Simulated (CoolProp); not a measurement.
Values from CoolProp's reference Helmholtz-energy equation of state, Penoncello 2003.

### Question
Give the vapour pressure (MPa), liquid density (kg/m³), vapour density (kg/m³), enthalpy of vaporisation (kJ/kg) of saturated CHF3 (R23) at 173.6 K.

### Answer
```
T (K)  p (MPa)  liquid density (kg/m³)  vapour density (kg/m³)  enthalpy of vaporisation (kJ/kg)
-----  -------  ----------------------  ----------------------  --------------------------------
173.6   0.0326                    1510                    1.62                               253
```
